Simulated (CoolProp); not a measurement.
The numbers come from the reference Helmholtz-energy equation of state, Lemmon 2006 in CoolProp. It is a short technical equation, of lower accuracy than the large ones.

Problem. For toluene, give the phase and the cp (kJ/(kg K)), Joule-Thomson coefficient (K/MPa), conductivity (mW/(m K)), Prandtl number at 218.2 K and 2360 kPa; 296.5 K and 2360 kPa; 355.2 K and 2360 kPa.

Solution. 
- 218.2 K and 2360 kPa: liquid; cp 1.50, Joule-Thomson coefficient -0.557, conductivity 152, Prandtl number 23.9
- 296.5 K and 2360 kPa: liquid; cp 1.69, Joule-Thomson coefficient -0.467, conductivity 132, Prandtl number 7.39
- 355.2 K and 2360 kPa: liquid; cp 1.89, Joule-Thomson coefficient -0.376, conductivity 116, Prandtl number 5.20

Viscosity comes from a separate model (Avgeri 2015). Thermal conductivity comes from a separate model (Assael 2012).
